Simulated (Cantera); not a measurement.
**BCl3 + H2 (boron, boron nitride and boron oxide)**

Charge: 1 mol BCl3, a varied amount of H2, at 1675 K and 790 Pa.

These are equilibrium values from Cantera (NASA tables, ideal gas, pure condensed phases), not measurements of a reactor. Candidate condensed phases: B; 13 gas species. The tables' values for BCl, BCl2, BH2 are old estimates; treat these amounts as uncertain. Gases not in the tables: BHCl2. Kinetics and transport are ignored.

```json
[
 {"n(H2) (mol)": "5.5", "x H2": "0.599", "x HCl": "0.375", "x BCl3": "0.0129", "x BCl": "0.00867", "x BCl2": "0.00310", "x H": "0.00101", "n B(s)": "0.827"},
 {"n(H2) (mol)": "7.4", "x H2": "0.676", "x HCl": "0.308", "x BCl3": "0.00597", "x BCl": "0.00670", "x BCl2": "0.00185", "x H": "0.00107", "n B(s)": "0.870"},
 {"n(H2) (mol)": "10", "x H2": "0.745", "x HCl": "0.245", "x BCl3": "0.00260", "x BCl": "0.00508", "x BCl2": "0.00107", "x H": "0.00113", "n B(s)": "0.899"},
 {"n(H2) (mol)": "13", "x H2": "0.795", "x HCl": "0.197", "x BCl3": "0.00123", "x BCl": "0.00396", "x BCl2": "0.000647", "x H": "0.00117", "n B(s)": "0.915"},
 {"n(H2) (mol)": "18", "x H2": "0.846", "x HCl": "0.148", "x BCl3": "0.000477", "x BCl": "0.00289", "x BCl2": "0.000344", "x H": "0.00120", "n B(s)": "0.927"},
 {"n(H2) (mol)": "25", "x H2": "0.886", "x HCl": "0.110", "x BCl3": "0.000181", "x BCl": "0.00209", "x BCl2": "0.000180", "x H": "0.00123", "n B(s)": "0.934"},
 {"n(H2) (mol)": "33", "x H2": "0.912", "x HCl": "0.0847", "x BCl3": "7.93e-5", "x BCl": "0.00159", "x BCl2": "0.000104", "x H": "0.00125", "n B(s)": "0.937"},
 {"n(H2) (mol)": "45", "x H2": "0.934", "x HCl": "0.0630", "x BCl3": "3.15e-5", "x BCl": "0.00117", "x BCl2": "5.61e-5", "x H": "0.00126", "n B(s)": "0.939"}
]
```
x: gas mole fraction; n: condensed amount in mol.

From 5.5 mol H2 to 45 mol H2 the condensed part is B(s). The share of B in condensed phases is highest at 45 mol H2 (93.9 %) and lowest at 5.5 mol H2 (82.7 %).
